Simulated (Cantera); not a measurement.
Mixture: 5.17 % CH4, 19.9 % O2, 74.9 % N2, equivalence ratio 0.52, at 6.32 atm, adiabatic and at constant volume. Ignition delay is the time to a rise of 400 K.

Detailed kinetics in Cantera: GRI-Mech 3.0 (53 species, 325 reactions).

Q: At T0 = 1650 K, what is the delay, and which 8 reactions control it most (d ln τ / d ln k, from doubling and halving each rate constant)?

A: The delay is 57.4 µs.
| reaction | d ln τ / d ln k | faster rate |
|---|---|---|
| CH3 + O2 <=> CH3O + O | -0.43 | shortens it |
| H + O2 <=> O + OH | -0.32 | shortens it |
| 2 CH3 (+M) <=> C2H6 (+M) | 0.24 | lengthens it |
| CH3 + HO2 <=> CH3O + OH | -0.21 | shortens it |
| CH4 + H <=> CH3 + H2 | 0.21 | lengthens it |
| CH3 + O2 <=> CH2O + OH | -0.11 | shortens it |
| 2 CH3 <=> C2H5 + H | -0.09 | shortens it |
| CH3 + HO2 <=> CH4 + O2 | -0.08 | shortens it |
